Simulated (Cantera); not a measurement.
Charge: 1 mol SiCl4, 2 mol Cl2, 0.22 mol H2, equilibrated at 675 °C and 750 Torr.

Equilibrium computed with Cantera from the NASA thermochemical tables; the gas is ideal and each condensed phase is pure. Candidate condensed phases: Si; 19 gas species. Rates play no part.

Task: What is the equilibrium state?

Result: 
| Quantity | Result |
|---|---|
| x(Cl2) | 0.553 |
| x(SiCl4) | 0.311 |
| x(HCl) | 0.137 |
| x(Cl) | 0.000128 |
| gas amount | 3.220 mol |
| log10 activity of Si(s) (absent) | -29.60 |
